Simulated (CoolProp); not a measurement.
Vapour pressure (bar) of R21: the reference equation beside estimates from Tc = 179.6 °C, pc = 52.89 bar, ω = 0.206. Clausius-Clapeyron is anchored at 43.75 °C with a constant enthalpy of vaporisation of 22.53 kJ/mol.

Model: reference Helmholtz-energy equation of state, Platzer 1990, in CoolProp. This equation is an older, rougher fit; its heat capacities, sound speeds and derivatives of the liquid may be far off and weren't checked against measurements.

```csv
T (°C),reference,Clausius-Clapeyron,van der Waals
1.95,0.7689,0.9022,4.941
10.25,1.069,1.204,5.843
18.65,1.460,1.585,6.863
27.05,1.953,2.056,7.996
35.35,2.559,2.621,9.230
43.75,3.308,3.308,10.60
52.15,4.212,4.125,12.10
60.45,5.277,5.075,13.71
68.85,6.547,6.195,15.47
77.25,8.031,7.491,17.37
85.55,9.728,8.958,19.39
93.95,11.70,10.65,21.57
102.35,13.95,12.56,23.91
110.65,16.46,14.68,26.37
119.05,19.33,17.08,29.01
```

Absolute difference from the reference over all 15 rows, mean and median: Clausius-Clapeyron 7.6 and 7.9 %, van der Waals 207.7 and 159.8 %.
